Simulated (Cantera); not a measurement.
An isothermal, constant-pressure homogeneous reactor starts with C2H6 : N2 = 1 : 6.7 (molar parts), at 1425 K and 0.00257 atm. Integrator tolerance rtol = 1e-08.

Computed with Cantera and GRI-Mech 3.0 (53 species, 325 reactions). GRI-Mech 3.0 stops at C3 and has no aromatics, soot or wall deposition, so with more carbon than oxygen in the feed, carbon stays in small species such as C2H2 where larger ones or solid carbon would form. Radical loss at walls, strong at low pressure, is not modelled.

Task: What does this change do: pressure from 0.00257 atm to 0.132 atm?

Result: 
| quantity | before | after |
|---|---|---|
| x(C2H6) at 7.00 s | 2.95e-6 (gas-phase equilibrium 1.64e-10) | 4.24e-6 (gas-phase equilibrium 3.83e-7) |
| x(H) at 7.00 s | 1.68e-5 (gas-phase equilibrium 6.11e-5) | 5.54e-6 (gas-phase equilibrium 8.38e-6) |
| x(C2H) at 7.00 s | 1.12e-8 (gas-phase equilibrium 2.00e-8) | 3.45e-9 (gas-phase equilibrium 2.73e-9) |
| x(C2H2) at 7.00 s | 0.0839 (gas-phase equilibrium 0.0583) | 0.0902 (gas-phase equilibrium 0.0560) |
| x(CH3) at 7.00 s | 0.000106 (gas-phase equilibrium 6.94e-7) | 1.97e-5 (gas-phase equilibrium 4.69e-6) |
| x(CH2) at 7.00 s | 8.81e-9 (gas-phase equilibrium 1.54e-10) | 4.86e-10 (gas-phase equilibrium 1.48e-10) |

Task: What does this change do: pressure from 0.00257 atm to 0.000266 atm?

Result: 
| quantity | before | after |
|---|---|---|
| x(C2H6) at 7.00 s | 2.95e-6 (gas-phase equilibrium 1.64e-10) | 3.75e-6 (gas-phase equilibrium 1.77e-12) |
| x(H) at 7.00 s | 1.68e-5 (gas-phase equilibrium 6.11e-5) | 4.47e-5 (gas-phase equilibrium 0.000190) |
| x(C2H) at 7.00 s | 1.12e-8 (gas-phase equilibrium 2.00e-8) | 2.85e-8 (gas-phase equilibrium 6.19e-8) |
| x(C2H2) at 7.00 s | 0.0839 (gas-phase equilibrium 0.0583) | 0.0757 (gas-phase equilibrium 0.0583) |
| x(CH3) at 7.00 s | 0.000106 (gas-phase equilibrium 6.94e-7) | 0.000305 (gas-phase equilibrium 2.24e-7) |
| x(CH2) at 7.00 s | 8.81e-9 (gas-phase equilibrium 1.54e-10) | 6.59e-8 (gas-phase equilibrium 1.54e-10) |
